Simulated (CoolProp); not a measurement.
500 sccm (0 °C, 1 atm) of nitrogen bubbles through liquid octamethyltrisiloxane (MDM) at 335 K and leaves saturated at a total pressure of 0.0838 MPa (ideal gas phase). Each further row changes one setting.

The numbers come from the reference Helmholtz-energy equation of state, Thol 2017 in CoolProp.

| case | vapour pressure (kPa) | mole fraction of vapour | delivery (mg/min) | delivery (sccm) | change of delivery for a bath 1 K warmer (%) |
|---|---|---|---|---|---|
| as stated | 3.99 | ___ | ___ | ___ | ___ |
| bath temperature 340 K | 5.06 | 0.0604 | 339 | ___ | 5.1 |
| total pressure 0.168 MPa | 3.99 | ___ | ___ | 12.2 | 5.1 |

**Question.** Complete the blanks.

**Answer.** 
- as stated, mole fraction of vapour: 0.0476
- as stated, delivery (mg/min): 264
- as stated, delivery (sccm): 25.0
- as stated, change of delivery for a bath 1 K warmer (%): 5.2
- bath temperature 340 K, delivery (sccm): 32.2
- total pressure 0.168 MPa, mole fraction of vapour: 0.0238
- total pressure 0.168 MPa, delivery (mg/min): 128
